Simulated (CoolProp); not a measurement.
c-C4F8 (RC318) along the isobar 2070 kPa: Z from the reference equation and from simpler models built on Tc = 115.2 °C, pc = 2778 kPa, ω = 0.355; each cubic takes its own stable root.

Values from CoolProp's reference Helmholtz-energy equation of state, Platzer 1990. This equation is an older, rougher fit; its heat capacities, sound speeds and derivatives of the liquid may be far off and weren't checked against measurements.

```
T (°C)   phase  reference  Redlich-Kwong  Peng-Robinson
------  ------  ---------  -------------  -------------
29.35   liquid     0.1102         0.1245         0.1037
47.35   liquid     0.1096         0.1256         0.1042
65.25   liquid     0.1106         0.1295         0.1072
83.25   liquid     0.1144         0.1390         0.1148
119.15     gas     0.6922         0.6900         0.6688
137.05     gas     0.7580         0.7446         0.7351
155.05     gas     0.8034         0.7847         0.7826
172.95     gas     0.8370         0.8156         0.8187
190.95     gas     0.8635         0.8406         0.8476
208.85     gas     0.8848         0.8610         0.8709
226.85     gas     0.9024         0.8781         0.8904
```
